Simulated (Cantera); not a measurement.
Predominance diagram of Ta at 875 K against the partial pressures of O2 and CO (log10, bar). Standard-state values (1 bar) from the NASA 1993 polynomials, evaluated with Cantera. Candidates: Ta(s), TaC(s), Ta2O5(s). Only these pure phases compete in this equilibrium. TaC: taken at fixed stoichiometry. Not in the tables: Ta2C.

Which phase is stable at these pairs, and which metal-bearing vapour leads over it? (-19.5, -1.8); (-19.5, -10.5); (-21.7, -12.2); (-8.1, -14); (-14.9, -8.8); (-1.3, -12.2); (-26.3, -7)


```tsv
log p(O2)	log p(CO)	phase	chief vapour	log p (bar)
-19.5	-1.8	Ta2O5(s)	TaO2	-31.0
-19.5	-10.5	Ta2O5(s)	TaO2	-31.0
-21.7	-12.2	Ta2O5(s)	TaO2	-30.5
-8.1	-14	Ta2O5(s)	TaO2	-33.9
-14.9	-8.8	Ta2O5(s)	TaO2	-32.2
-1.3	-12.2	Ta2O5(s)	TaO2	-35.6
-26.3	-7	Ta2O5(s)	TaO2	-29.3
```
